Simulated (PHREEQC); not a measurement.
0.078 g of hydrous ferric oxide (600 m²/g; 0.2 weak and 0.005 strong sites per Fe, Dzombak-Morel constants, diffuse double layer) in 1 kg of water with 0.1 mol/kgw of an inert sodium salt, at 25 °C; the pH is set by adding NaOH or the inert anion's acid. Oxygen alone is held at its pressure in air (log pO2 = -0.68). No CO2 enters from the air. Precipitation was switched off in this run.

Base run: PHREEQC, ion-association model, wateq4f.dat. Each further column changes one thing. The table gives surface charge σ (C/m²).

```
pH     base  background salt from 0.1 to 0.01 mol/kgw  oxide from 0.078 to 0.39 g/kgw  0.00067 mol/kgw ZnCl2 added
---  ------  ----------------------------------------  ------------------------------  ---------------------------
3     0.363                                     0.325                           0.363                        0.363
4     0.321                                (withheld)                           0.321                        0.321
4.5   0.272                                (withheld)                           0.273                        0.274
5.5   0.159                                (withheld)                           0.159                        0.162
6.5   0.074                                (withheld)                           0.074                        0.097
7.5   0.022                                (withheld)                           0.022                        0.102
8     0.004                                     0.001                           0.004                        0.102
9    -0.034                                    -0.013                          -0.034                        0.067
```

What belongs in the gaps?


- 4, background salt from 0.1 to 0.01 mol/kgw: 0.216
- 4.5, background salt from 0.1 to 0.01 mol/kgw: 0.160
- 5.5, background salt from 0.1 to 0.01 mol/kgw: 0.077
- 6.5, background salt from 0.1 to 0.01 mol/kgw: 0.030
- 7.5, background salt from 0.1 to 0.01 mol/kgw: 0.008

The oxide is taken as insoluble; below pH 4 it would dissolve. In at least one series the solution becomes supersaturated in solids that the run did not let form, among them Zn(OH)2-e, Zn5(OH)8Cl2.
